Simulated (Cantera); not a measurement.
An adiabatic, constant-pressure homogeneous reactor starts with CH₄ : O₂ : N₂ = 1 : 1.67 : 6.5 (molar parts), equivalence ratio 1.2, at 1623 K and 1000000 Pa.

Detailed kinetics in Cantera: GRI-Mech 3.0 (53 species, 325 reactions).

x: mole fraction; the columns are a selection and need not sum to one.

```
t (s)     T (K)   x CH₄     x O₂   x C₂H₆    x NO₂     x HCO      x O     x N₂O
--------  -----  ------  -------  -------  -------  --------  -------  --------
3.00e-6    1623   0.109    0.182  2.85e-7   <1e-12  1.87e-10  6.33e-8  1.67e-10
1.47e-5    1624   0.108    0.182  7.33e-5   <1e-12   1.97e-8  3.91e-7   2.29e-9
7.24e-5    2840  <1e-12      ___   <1e-12      ___       ___      ___       ___
0.000356   2957  <1e-12  0.00467   <1e-12  1.67e-6   3.56e-7  0.00211   1.01e-6
0.00175    2956  <1e-12  0.00462   <1e-12  1.73e-6   3.56e-7  0.00210   1.02e-6
0.00858    2956  <1e-12  0.00462   <1e-12  1.73e-6   3.56e-7  0.00210   1.02e-6
0.0422     2956  <1e-12  0.00462   <1e-12  1.73e-6   3.56e-7  0.00210   1.02e-6
0.207      2956  <1e-12  0.00462   <1e-12  1.73e-6   3.56e-7  0.00210   1.02e-6
1.02       2956  <1e-12  0.00462   <1e-12  1.73e-6   3.56e-7  0.00210   1.02e-6
5.00       2956  <1e-12  0.00462   <1e-12  1.73e-6   3.56e-7  0.00210   1.02e-6
```

Q: Fill in the missing entries.

A: 
- 7.24e-5, x O₂: 0.00954
- 7.24e-5, x NO₂: 8.94e-8
- 7.24e-5, x HCO: 5.94e-7
- 7.24e-5, x O: 0.00474
- 7.24e-5, x N₂O: 6.59e-7
